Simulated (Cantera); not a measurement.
Charge: 1 mol SiHCl3, 4.5 mol N2, 0.13 mol NH3, held at 5800 Pa.

These are equilibrium values from Cantera (NASA tables, ideal gas, pure condensed phases), not measurements of a reactor. Candidate condensed phases: NH4Cl, Si, Si3N4; 28 gas species. Rates play no part.

Over these rows the condensed part is Si3N4(s). Partial pressures as log10 of bar:

```
T (K)  1000/T (1/K)  log p SiCl2  log p N2  log p HCl  log p SiCl4  log p H2
-----  ------------  -----------  --------  ---------  -----------  --------
1050         0.9524        -6.69     -1.38      -2.01        -2.31     -2.71
1075         0.9302        -6.37     -1.38      -2.01        -2.31     -2.72
1100         0.9091        -6.06     -1.38      -2.01        -2.31     -2.73
1125         0.8889        -5.76     -1.38      -2.00        -2.32     -2.74
1150         0.8696            ?     -1.38      -2.00        -2.32     -2.75
1175         0.8511        -5.21     -1.38      -2.00        -2.32     -2.76
```

### Question
Fit log p(SiCl2) = a + b·(1000/T) to the five rows, give the apparent enthalpy, and predict the row at 1150 K.

### Answer
Means: 1000/T = 0.9063, log p = -6.018. Sxy = -0.088600, Sxx = 0.0060541, so b = -14.63 and a = -6.018 − (-14.63)×0.9063 = 7.24.
Apparent enthalpy: −19.145 × (-14.63) = 280 kJ/mol. With the condensed phases at unit activity, 1/6 Si3N4(s) + 1/2 SiCl4(g) = SiCl2(g) + 1/3 N2(g) links this pressure to the main gases: over the six rows their terms move log p by -0.00 in all, so the slope is close to that reaction's ΔH°. The five rows lie within 0.01 of the line.
Prediction at 1150 K: 7.24 + (-14.63)×0.8696 = -5.48. The computed value is -5.48, 0.00 from the line.
